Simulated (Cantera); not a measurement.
Mixture: C2H4 : O2 : N2 : H2O = 1 : 3.09 : 11.6 : 0.76 (molar parts), equivalence ratio 0.97, at 7500 Torr, adiabatic and at constant volume. Ignition delay is the time to a rise of 400 K.

Detailed kinetics in Cantera: GRI-Mech 3.0 (53 species, 325 reactions). GRI-Mech 3.0 was tuned for natural gas; its chemistry of ethylene as a main component is partial and can be far from experiment.

What does this change do: pressure from 7500 Torr to 2180 Torr?


| quantity | before | after |
|---|---|---|
| delay at 1175 K | 1.06 ms | 1.08 ms |
| delay at 1375 K | 24.4 µs | 27.1 µs |
| delay at 1575 K | 3.24 µs | 8.29 µs |
| delay at 1775 K | 1.38 µs | 4.19 µs |
| apparent activation energy between 1675 and 1875 K | 88 kJ/mol | 76 kJ/mol |
